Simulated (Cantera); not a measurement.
Input: 1 mol Si2Cl6, 0.032 mol HCl, a varied amount of N2, at 1225 K and 0.100 bar.

Cantera equilibrium calculation (NASA polynomials, part measured and part estimated; ideal gas, pure solids and liquids). Candidate condensed phases: NH4Cl, Si, Si3N4; 28 gas species. The feed counts by its element totals alone. N2 is the only nitrogen source here; it is nearly inert below about 1500 K, so the nitride shown seldom forms there in practice. The tables' values for SiCl3 are old estimates; treat these amounts as uncertain. The numbers say what is thermodynamically allowed, not how fast it happens.

x: gas mole fraction; n: condensed amount in mol.

```
n(N2) (mol)   x N2  x SiCl4     x HCl   x SiCl3     x SiCl2  n Si3N4(s)
-----------  -----  -------  --------  --------  ----------  ----------
4.3          0.721    0.269   0.00574   0.00364  (withheld)       0.165
6.5          0.800    0.192   0.00411   0.00278  (withheld)       0.164
9.9          0.861    0.133   0.00286   0.00209  (withheld)       0.164
15           0.905   0.0913   0.00196   0.00156  (withheld)       0.164
23           0.936   0.0610   0.00132   0.00114  (withheld)       0.164
35           0.957   0.0407  0.000880  0.000842  (withheld)       0.163
53           0.972   0.0271  0.000588  0.000620  (withheld)       0.163
81           0.981   0.0179  0.000388  0.000452  (withheld)       0.162
120          0.987   0.0121  0.000263  0.000337  (withheld)       0.162
190          0.992  0.00764  0.000167  0.000238  (withheld)       0.161
280          0.994  0.00518  0.000114  0.000178  (withheld)       0.160
```

Question: Some entries are withheld; supply them.

Answer: 
- 4.3, x SiCl2: 0.000389
- 6.5, x SiCl2: 0.000317
- 9.9, x SiCl2: 0.000258
- 15, x SiCl2: 0.000210
- 23, x SiCl2: 0.000170
- 35, x SiCl2: 0.000138
- 53, x SiCl2: 0.000112
- 81, x SiCl2: 9.04e-5
- 120, x SiCl2: 7.42e-5
- 190, x SiCl2: 5.89e-5
- 280, x SiCl2: 4.84e-5
